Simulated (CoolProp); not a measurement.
Computed with CoolProp (reference Helmholtz-energy equation of state, Lemmon 2006). It is a short technical equation, of lower accuracy than the large ones.

### Question
Give the vapour pressure (MPa), liquid density (kg/m³), enthalpy of vaporisation (kJ/kg), liquid cp (kJ/(kg K)) of saturated carbon monoxide at 82 K.

### Answer
```tsv
T (K)	p (MPa)	liquid density (kg/m³)	enthalpy of vaporisation (kJ/kg)	liquid cp (kJ/(kg K))
82	0.106	792	214	2.15
```
